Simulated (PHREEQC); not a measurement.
A solution holds 2.7 mol KCl per kg of water, at 25 °C. Closed to the air; pH follows from the charge balance.

Model: Pitzer model, pitzer.dat, run in PHREEQC.

This is a speciation only: nothing precipitates in the calculation.

Estimate the activity of water, osmotic coefficient.

activity of water 0.914; osmotic coefficient 0.930.
